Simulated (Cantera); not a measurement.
## Stirred combustor or abatement burner

A perfectly stirred reactor is fed with CH₄ : C₂H₆ : C₃H₈ : O₂ : N₂ = 1 : 0.8 : 1.4 : 6.94 : 26.1 (molar parts), at 12.8 atm; it is adiabatic with a 325 K inlet, and is followed from long to short residence time, starting on the burning branch (τ in s: 0.034, 0.015, 0.0065, 0.0028, 0.0012, 0.00054, 0.00024, 0.0001, 4.5e-05, 2e-05).

Detailed kinetics in Cantera: GRI-Mech 3.0 (53 species, 325 reactions). GRI-Mech 3.0 was tuned for natural gas; its chemistry of propane as a main component is partial and can be far from experiment. The pressure lies above the range GRI-Mech 3.0 was tuned for (to about 10 atm).

| τ (s) | T (K) | x CH₄ | x C₂H₆ | x C₃H₈ | x O | x OH | x CH₂CO |
|---|---|---|---|---|---|---|---|
| 0.034 | 1879 | 0.00651 | 7.60e-6 | 1.07e-6 | 5.92e-8 | 9.80e-6 | 2.00e-5 |
| 0.015 | 1885 | 0.00782 | 1.48e-5 | 2.26e-6 | 1.20e-7 | 1.26e-5 | 3.68e-5 |
| 0.0065 | 1886 | 0.00905 | 2.90e-5 | 5.00e-6 | 2.50e-7 | 1.64e-5 | 6.85e-5 |
| 0.0028 | 1878 | 0.0101 | 5.74e-5 | 1.16e-5 | 5.31e-7 | 2.13e-5 | 0.000129 |
| 0.0012 | 1856 | 0.0109 | 0.000117 | 2.84e-5 | 1.15e-6 | 2.72e-5 | 0.000247 |
| 0.00054 | 1816 | 0.0119 | 0.000244 | 7.29e-5 | 2.41e-6 | 3.24e-5 | 0.000468 |
| 0.00024 | 1732 | 0.0139 | 0.000615 | 0.000245 | 5.23e-6 | 3.37e-5 | 0.00105 |
| 0.00010 | 325 | 0.0276 | 0.0221 | 0.0386 | <1e-12 | <1e-12 | <1e-12 |
| 4.5e-5 | 325 | 0.0276 | 0.0221 | 0.0386 | <1e-12 | <1e-12 | <1e-12 |
| 2.0e-5 | 325 | 0.0276 | 0.0221 | 0.0386 | <1e-12 | <1e-12 | <1e-12 |
x: mole fraction; the columns are a selection and need not sum to one.
